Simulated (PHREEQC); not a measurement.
Dissolve 0.15 mol KHCO3, 0.016 mol Na2B4O7 and 0.00043 mol NaCl per kg of water at 25 °C. Closed to the air; pH follows from the charge balance.

All values are PHREEQC results (Pitzer model, pitzer.dat), not measurements.

Each row changes one thing in this solution. No solid was allowed to form.

| case | pH | ionic strength (mol/kgw) | CO3-2 (mol/kgw) | CO2 (mol/kgw) | SI of Nahcolite (NaHCO3) | SI of Kalicinite (KHCO3) |
|---|---|---|---|---|---|---|
| as made | 8.79 | 0.194 | 0.0112 | 0.000355 | -2.20 | -2.37 |
| NaCl from 0.00043 to 0.000645 mol/kgw | 8.79 | 0.194 | 0.0112 | 0.000355 | -2.19 | -2.38 |
| NaCl left out | 8.79 | 0.194 | 0.0112 | 0.000355 | -2.20 | -2.37 |
| Na2B4O7 left out | 8.06 | 0.152 | 0.00200 | 0.00200 | -4.00 | -2.32 |
| Na2B4O7 from 0.016 to 0.032 mol/kgw | 8.88 | 0.232 | 0.0148 | 0.000270 | -1.94 | -2.41 |
